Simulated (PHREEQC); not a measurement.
Dissolve 0.5 mol NaHSO4, 0.0085 mol Na2B4O7 and 3.9e-05 mol KCl per kg of water at 25 °C and 50 atm. It is in equilibrium with CO2 at log p = 0 (atm). Otherwise closed; pH follows from the charge balance.

All values are PHREEQC results (Pitzer model, pitzer.dat), not measurements.

**Question.** The ionic strength comes out as 0.916 mol/kgw. What activity coefficients do K+, SO4-2, Na+, H+, Cl- get?

**Answer.** K+ 0.57, SO4-2 0.077, Na+ 0.64, H+ 0.66, Cl- 0.61. Single-ion values are on the MacInnes scale.

No solid was allowed to form. Under pressure, the constants of complexes without a molar volume in the database are unreliable.
